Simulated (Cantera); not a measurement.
**Ignition delay**

Mixture: 4.84 % CH4, 0.150 % H2, 19.9 % O2, 75.1 % N2, equivalence ratio 0.49, at 5.00 bar, adiabatic and at constant pressure. Ignition delay is the time to a rise of 400 K.

Cantera simulation using GRI-Mech 3.0 (53 species, 325 reactions); the numbers are that mechanism's predictions, not measurements. Below about 1000 K GRI-Mech 3.0 lacks low-temperature oxidation paths. Below about 950 K walls govern HO2 and H2O2 in real vessels.

```tsv
T0 (K)	delay (ms)
875	983
925	295
975	108
1025	46.8
1075	23.2
1125	12.3
1175	6.75
1225	3.77
```

```json
{
  "apparent activation energy between 1125 and 1225 K": "140 kJ/mol"
}
```
